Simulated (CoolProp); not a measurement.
Vapour-liquid equilibrium of R114 (1) + n-pentane (2) at 113.15 °C; x and y are mole fractions of (1).

Values from CoolProp's multi-fluid Helmholtz-energy mixture model, Platzer 1990 and Thol 2019; pair parameters Bell 2016. This equation is an older, rougher fit; its heat capacities, sound speeds and derivatives of the liquid may be far off and weren't checked against measurements.

```tsv
x	bubble pressure, mixture model (kPa)	bubble pressure, Raoult's law (kPa)	y, mixture model	y, Raoult's law
0.05	867.0	840.6	0.117	0.109
0.125	977.6	918.9	0.254	0.249
0.2	1080	997.2	0.361	0.367
0.275	1175	1075	0.447	0.468
0.35	1262	1154	0.521	0.556
0.425	1344	1232	0.585	0.632
0.5	1421	1310	0.643	0.699
0.575	1494	1389	___	0.759
0.65	1562	1467	___	0.812
0.725	1627	1545	0.800	0.860
0.8	1688	1623	0.851	0.903
0.875	___	1702	0.905	0.942
0.95	1799	1780	___	0.978
```

Q: Some entries are withheld; supply them.

A: 
- 0.575, y, mixture model: 0.697
- 0.65, y, mixture model: 0.749
- 0.875, bubble pressure, mixture model (kPa): 1746
- 0.95, y, mixture model: 0.961

The largest gap from Raoult's law is +9.4 % in bubble pressure, at x = 0.35. No azeotrope shows between x = 0.05 and 0.95.

The pair parameters rest on a limited set of measurements; away from them the model extrapolates.
